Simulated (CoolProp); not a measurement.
Toluene at 437.78 K and 0.281 MPa flows at 0.062 m/s in a round tube of 20 mm bore and 0.25 µm roughness, fully developed (64/Re and Nu = 3.66 if laminar; Colebrook and Gnielinski if turbulent). Each further row changes one setting.

Model: reference Helmholtz-energy equation of state, Lemmon 2006, in CoolProp. It is a short technical equation, of lower accuracy than the large ones.

```json
[
 {"case": "as stated", "Reynolds number": "952", "Darcy friction factor": "(withheld)", "pressure drop (Pa/m)": "0.0496", "heat-transfer coefficient (W/(m² K))": "4.19", "mass flow (kg/h)": "(withheld)"},
 {"case": "velocity 0.124 m/s", "Reynolds number": "1900", "Darcy friction factor": "0.0336", "pressure drop (Pa/m)": "0.0991", "heat-transfer coefficient (W/(m² K))": "4.19", "mass flow (kg/h)": "(withheld)"},
 {"case": "diameter 40 mm", "Reynolds number": "1900", "Darcy friction factor": "0.0336", "pressure drop (Pa/m)": "(withheld)", "heat-transfer coefficient (W/(m² K))": "2.10", "mass flow (kg/h)": "2.15"}
]
```

Task: What belongs in the gaps?

Result: 
- as stated, Darcy friction factor: 0.0672
- as stated, mass flow (kg/h): 0.538
- velocity 0.124 m/s, mass flow (kg/h): 1.08
- diameter 40 mm, pressure drop (Pa/m): 0.0124

Viscosity comes from a separate model (Avgeri 2015). Thermal conductivity comes from a separate model (Assael 2012).
